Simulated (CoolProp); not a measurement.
The fluid at 407.24 K and 4.29 MPa flows at 0.12 m/s in a round tube of 1 mm bore and 0.25 µm roughness, fully developed (64/Re and Nu = 3.66 if laminar; Colebrook and Gnielinski if turbulent). The same conditions are run with several fluids, on thermodynamics alone (safety and materials aside).

Values from CoolProp's reference Helmholtz-energy equation of state of each fluid (methane: Setzmann 1991; R152A: Outcalt 1996; CH2F2 (R32): Tillner-Roth 1997; ethane: Bücker 2006; R410A: Lemmon 2003). Blends and air are pseudo-pure fits.

**Question.** Rank methane, R152A, CH2F2 (R32), ethane, R410A by Reynolds number, highest first.

**Answer.** R152A (897), R410A (696), CH2F2 (R32) (514), ethane (378), methane (165)

```csv
fluid,Darcy friction factor,pressure drop (Pa/m),heat-transfer coefficient (W/(m² K)),mass flow (kg/h)
methane,0.388,57.7,195,0.00700
R152A,0.0713,67.4,123,0.0445
CH2F2 (R32),0.124,72.0,109,0.0272
ethane,0.169,52.7,147,0.0147
R410A,0.0920,74.9,92.6,0.0384
```

Transport values come from each fluid's own correlations; those of R152A, CH2F2 (R32) are estimates that may be off by 10 % or more.
